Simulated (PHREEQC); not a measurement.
A made-up water analysis in mg/L, 32 °C, pH 5.66, pe 2.8: Na 0.615; K 0.00245; Ca 0.34; Mg 0.178; Cl 0.547; S(6) as SO4 0.374; Alkalinity as HCO3 2.16; Si as SiO2 0.0332; B 0.000216; Br 0.00406.

Valence states are taken as typed.

All values are PHREEQC results (ion-association model, wateq4f.dat), not measurements.

| quantity | before | after |
|---|---|---|
| MgSO4 (mol/kgw) | 7.29e-9 | 8.81e-9 |
| CaSO4 (mol/kgw) | 6.42e-9 | 6.87e-9 |
| CaHCO3+ (mol/kgw) | 4.27e-9 | 4.60e-9 |
| HSO4- (mol/kgw) | 9.35e-10 | 1.13e-9 |
| H3SiO4- (mol/kgw) | 4.75e-11 | 6.05e-11 |
| MgOH+ (mol/kgw) | 2.18e-11 | 4.27e-11 |
| SI of Quartz (SiO2) | -2.38 | -2.49 |

Problem. Name the change that produced these shifts.
A. Ca from 0.34 to 0.68 mg/L
B. Br from 0.00406 to 0.0122 mg/L
C. temperature from 32 to 40 °C at the same typed pH

Solution. C, temperature from 32 to 40 °C at the same typed pH

No solid was allowed to form. At this temperature some constants are extrapolated from 25 °C, and those without enthalpy data are left unchanged.
